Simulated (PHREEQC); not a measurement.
A column of 0.2 m (30 cells, dispersivity 0.016 m, 3600 s a shift, diffusion coefficient 3e-10 m²/s) holds 0.0025 eq of the database's cation exchanger X per kg of pore water, first in equilibrium with 0.0065 mol KCl, 0.00082 mol MnCl2, 0.0073 mol Na2SO4 and 1e-05 mol HCl per kg of water. It is flushed with 0.00039 mol CuCl2, 0.0057 mol LiCl and 1e-05 mol HCl per kg of water, at 40 °C. Values are for the last cell. CO2 from the air is kept out. Precipitation was switched off in this run.

Base run: PHREEQC, ion-association model, phreeqc.dat. Each further column changes one thing. The table gives Li in solution (mol/kgw).

| pore volumes | base | exchange capacity from 0.0025 to 0.0013 eq/kgw | dispersivity from 0.016 to 0.032 m |
|---|---|---|---|
| 0 | 0 | 0 | 0 |
| 0.2167 | 3.59e-8 | 4.44e-8 | 6.72e-6 |
| 0.5167 | 0.000290 | 0.000318 | 0.000753 |
| 0.8167 | 0.00184 | 0.00198 | 0.00231 |
| 1.017 | 0.00301 | 0.00321 | 0.00322 |
| 1.217 | 0.00391 | 0.00415 | 0.00393 |
| 1.517 | 0.00481 | 0.00502 | 0.00466 |
| 1.817 | 0.00536 | 0.00544 | 0.00512 |
| 2.017 | 0.00559 | 0.00557 | 0.00532 |
| 2.217 | 0.00572 | 0.00564 | 0.00547 |
| 2.517 | 0.00576 | 0.00568 | 0.00560 |
| 2.817 | 0.00574 | 0.00570 | 0.00566 |
| 3.017 | 0.00573 | 0.00570 | 0.00568 |

At this temperature some constants are extrapolated from 25 °C, and those without enthalpy data are left unchanged.
